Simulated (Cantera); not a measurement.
Input: 1 mol SiHCl₃, 33 mol NH₃, held at 1850 K and 10.0 mbar.

Method: chemical equilibrium by Gibbs-energy minimisation in Cantera with the NASA 1993 tables (ideal gas, pure condensed phases). The tables' values for SiCl, SiN are old estimates; treat these amounts as uncertain. Gases not in the tables: Si₂H₆ and higher silanes. Kinetics and transport are ignored.

```
species       before     after
----------  --------  --------
H₂             0.714     0.702
N₂             0.242     0.242
HCl           0.0342    0.0430
SiCl₂        0.00473   0.00760
SiCl₃        7.79e-6   1.59e-5
SiCl        0.000169  0.000215
Cl          0.000166  0.000210
SiH₂         3.01e-5   2.96e-5
H            0.00455   0.00451
SiH          5.40e-5   5.36e-5
Si(l), mol     0.612     0.412
```
Gas species are given as mole fractions.

Question: Which change was made?
A. SiHCl₃ replaced by SiCl₄
B. temperature from 1850 K to 1225 K
C. temperature from 1850 K to 1448 K
D. NH₃ from 33 to 1 mol

Answer: A, SiHCl₃ replaced by SiCl₄. The tables' values for SiCl, SiCl₃, SiN are old estimates; treat these amounts as uncertain
